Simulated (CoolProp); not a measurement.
Vapour-liquid equilibrium of R22 (1) + R11 (2) at 0.0969 bar; x and y are mole fractions of (1).

Model: multi-fluid Helmholtz-energy mixture model, Kamei 1995 and Jacobsen 1992; pair parameters Bell 2016, in CoolProp.

### Question
Give the bubble temperature and the first vapour's composition at x = 0.5, 0.8, 0.875. Is there an azeotrope?

### Answer
x = 0.5: -74.4 °C, y = 0.975; x = 0.8: -78.4 °C, y = 0.990; x = 0.875: -79.4 °C, y = 0.994. No azeotrope shows between x = 0.05 and 0.95.

Pair parameters are fitted to limited data, so mixtures are less certain than the pure fluids.
